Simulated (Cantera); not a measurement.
HF + H2O + H2 (abatement and gas-phase synthesis)

A closed system holds: 1 mol HF, a varied amount of H2O, 0.23 mol H2, equilibrated at 2602 °C and 0.0100 bar.

Equilibrium computed with Cantera from the NASA thermochemical tables; the gas is ideal and each condensed phase is pure. Candidate condensed phases: H2O; 22 gas species. Equilibrium is a limit: real reactors are often held back by kinetics, nucleation or transport.

| n(H2O) (mol) | log p HF | log p H | log p O | log p H2 | log p H2O | log p OH | log p O2 | log p F |
|---|---|---|---|---|---|---|---|---|
| 0.086 | -2.21 | -2.59 | -3.52 | -3.22 | -4.06 | -3.95 | -4.75 | -3.89 |
| 0.14 | -2.24 | -2.57 | -3.36 | -3.19 | -3.86 | -3.77 | -4.43 | -3.93 |
| 0.22 | -2.28 | -2.55 | -3.23 | -3.15 | -3.69 | -3.62 | -4.17 | -3.99 |
| 0.34 | -2.33 | -2.53 | -3.12 | -3.10 | -3.54 | -3.48 | -3.95 | -4.07 |
| 0.55 | -2.41 | -2.50 | -3.02 | -3.05 | -3.38 | -3.36 | -3.75 | -4.17 |
| 0.87 | -2.51 | -2.48 | -2.94 | -3.00 | -3.26 | -3.26 | -3.60 | -4.29 |
| 1.4 | -2.63 | -2.45 | -2.88 | -2.96 | -3.16 | -3.18 | -3.48 | -4.44 |
| 2.2 | -2.77 | -2.44 | -2.84 | -2.92 | -3.08 | -3.12 | -3.40 | -4.59 |
| 3.5 | -2.93 | -2.42 | -2.81 | -2.90 | -3.03 | -3.08 | -3.34 | -4.76 |
log p: log10 of the partial pressure in bar; nothing condenses.

From 0.086 mol H2O to 3.5 mol H2O nothing is condensed.
